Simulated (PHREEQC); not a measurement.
A column of 0.5 m (40 cells, dispersivity 0.018 m, 300 s a shift, diffusion coefficient 3e-10 m²/s) holds 0.0024 eq of the database's cation exchanger X per kg of pore water, first in equilibrium with 0.0043 mol KCl, 0.00039 mol MgCl2 and 1e-05 mol HCl per kg of water. It is flushed with 0.37 mmol/kgw Na2SO4, 0.49 mmol/kgw CdCl2 and 0.01 mmol/kgw HCl, at 25 °C. Values are for the last cell. CO2 from the air is kept out. Precipitation was switched off in this run.

Model: ion-association model, phreeqc.dat, run in PHREEQC.

```
pore volumes  Na in solution (mol/kgw)  Cd in solution (mol/kgw)  S in solution (mol/kgw)  K in solution (mol/kgw)  Mg in solution (mol/kgw)  NaX on the exchanger (mol/kgw)
------------  ------------------------  ------------------------  -----------------------  -----------------------  ------------------------  ------------------------------
0                                    0                         0                        0                  0.00430                  0.000390                               0
0.3125                        6.10e-10                         0                 7.43e-10                  0.00430                  0.000390                        2.84e-11
0.7625                         9.89e-5                  8.20e-13                  6.92e-5                  0.00375                  0.000303                         5.24e-6
1.062                         0.000378                  2.93e-12                 0.000237                  0.00230                  0.000126                         3.15e-5
1.363                         0.000606                  1.98e-12                 0.000334                  0.00134                   5.00e-5                         8.12e-5
1.812                         0.000785                  9.26e-10                 0.000367                 0.000753                  0.000105                         8.43e-5
2.112                         0.000756                   1.39e-6                 0.000369                 0.000204                  0.000381                         4.65e-5
2.413                         0.000746                   1.61e-5                 0.000370                  4.82e-5                  0.000447                         4.19e-5
2.862                         0.000743                   9.68e-5                 0.000370                  5.20e-6                  0.000389                         3.94e-5
3.163                         0.000742                  0.000189                 0.000370                  1.13e-6                  0.000299                         3.78e-5
3.612                         0.000741                  0.000328                 0.000370                  1.10e-7                  0.000161                         3.58e-5
3.913                         0.000741                  0.000394                 0.000370                  2.27e-8                   9.61e-5                         3.49e-5
4.213                         0.000740                  0.000435                 0.000370                  4.67e-9                   5.48e-5                         3.44e-5
4.662                         0.000740                  0.000467                 0.000370                 4.33e-10                   2.25e-5                         3.40e-5
4.963                         0.000740                  0.000478                 0.000370                 8.84e-11                   1.22e-5                         3.39e-5
```

Complexes and solids missing from the database can't appear.
